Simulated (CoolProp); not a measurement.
Vapour-liquid equilibrium of p-xylene (1) + n-nonane (2) at 0.28 MPa; x and y are mole fractions of (1).

Model: multi-fluid Helmholtz-energy mixture model, Zhou 2012 and Lemmon 2006; pair parameters Bell 2016, in CoolProp.

```
x      bubble temperature, mixture model (°C)  bubble temperature, Raoult's law (°C)  y, mixture model  y, Raoult's law
-----  --------------------------------------  -------------------------------------  ----------------  ---------------
0.05                                    193.0                                  193.1             0.064            0.064
0.125                                       ?                                  192.0             0.156            0.157
0.2                                     190.7                                  191.0             0.243            0.247
0.275                                   189.6                                  190.0                 ?            0.332
0.35                                        ?                                  189.0             0.406            0.414
0.425                                   187.6                                  188.0                 ?            0.493
0.5                                     186.7                                  187.0                 ?            0.568
0.575                                   185.8                                  186.0                 ?            0.641
0.65                                        ?                                  185.1             0.700            0.710
0.725                                   184.0                                  184.2             0.768            0.777
0.8                                         ?                                  183.3             0.834            0.841
0.875                                   182.3                                  182.4             0.898            0.903
0.95                                    181.5                                  181.5             0.960            0.962
```

Problem. What belongs in the gaps?

Solution. 
- 0.125, bubble temperature, mixture model (°C): 191.8
- 0.275, y, mixture model: 0.327
- 0.35, bubble temperature, mixture model (°C): 188.6
- 0.425, y, mixture model: 0.483
- 0.5, y, mixture model: 0.558
- 0.575, y, mixture model: 0.630
- 0.65, bubble temperature, mixture model (°C): 184.9
- 0.8, bubble temperature, mixture model (°C): 183.2

The largest gap from Raoult's law is -0.4 K in bubble temperature, at x = 0.275. No azeotrope shows between x = 0.05 and 0.95.

Pair parameters are fitted to limited data, so mixtures are less certain than the pure fluids.
